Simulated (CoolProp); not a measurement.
Properties of methanol along the isotherm 290.65 °C.

Values from CoolProp's reference Helmholtz-energy equation of state, de Reuck 1993.

```csv
p (kPa),phase,cp (kJ/(kg K)),speed of sound (m/s),Joule-Thomson coefficient (K/MPa),viscosity (µPa s)
373,gas,2.063,[?],6.602,18.5
747,gas,[?],403.0,6.716,18.5
1120,gas,2.170,399.5,6.822,18.5
1490,gas,2.228,395.9,6.918,18.4
1870,gas,2.292,392.2,7.008,18.4
2240,gas,2.357,388.5,7.084,18.4
2610,gas,2.426,[?],7.148,18.4
2990,gas,[?],380.8,7.200,18.4
3360,gas,2.580,377.1,7.236,18.4
3730,gas,[?],373.3,7.257,18.4
4110,gas,2.753,369.5,[?],18.4
```

Q: What belongs in the gaps?

A: 
- 373, speed of sound (m/s): 406.5
- 747, cp (kJ/(kg K)): 2.115
- 2610, speed of sound (m/s): 384.7
- 2990, cp (kJ/(kg K)): 2.502
- 3730, cp (kJ/(kg K)): 2.663
- 4110, Joule-Thomson coefficient (K/MPa): 7.264

Viscosity comes from a separate model (Xiang 2006).
